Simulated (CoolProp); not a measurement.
A single-stage vapour-compression cycle with CH3F (R41): evaporating at 261.15 K (dew point), condensing at 302.15 K (bubble point), superheat 8 K, subcooling 8 K, compressor efficiency 0.6, no pressure losses. Each further row changes one setting.

Model: reference Helmholtz-energy equation of state, Lemmon 2006, in CoolProp. It is a short technical equation, of lower accuracy than the large ones.

```json
[
 {"case": "as stated", "cooling COP": "2.83", "pressure ratio": "2.89", "discharge temperature (K)": "369.5", "refrigerating effect (kJ/kg)": "294", "volumetric capacity (kJ/m³)": "8070"},
 {"case": "evaporating temperature 266.15 K", "cooling COP": "3.35", "pressure ratio": "(withheld)", "discharge temperature (K)": "359.9", "refrigerating effect (kJ/kg)": "294", "volumetric capacity (kJ/m³)": "9380"},
 {"case": "condensing temperature 297.15 K", "cooling COP": "3.37", "pressure ratio": "(withheld)", "discharge temperature (K)": "357.6", "refrigerating effect (kJ/kg)": "308", "volumetric capacity (kJ/m³)": "8460"},
 {"case": "subcooling 13 K", "cooling COP": "2.98", "pressure ratio": "2.89", "discharge temperature (K)": "369.5", "refrigerating effect (kJ/kg)": "309", "volumetric capacity (kJ/m³)": "8490"},
 {"case": "superheat 18 K", "cooling COP": "(withheld)", "pressure ratio": "2.89", "discharge temperature (K)": "384.4", "refrigerating effect (kJ/kg)": "310", "volumetric capacity (kJ/m³)": "7940"},
 {"case": "compressor efficiency 0.5", "cooling COP": "2.36", "pressure ratio": "2.89", "discharge temperature (K)": "382.2", "refrigerating effect (kJ/kg)": "294", "volumetric capacity (kJ/m³)": "8070"}
]
```

Fill in the missing entries.


- evaporating temperature 266.15 K, pressure ratio: 2.50
- condensing temperature 297.15 K, pressure ratio: 2.57
- superheat 18 K, cooling COP: 2.78
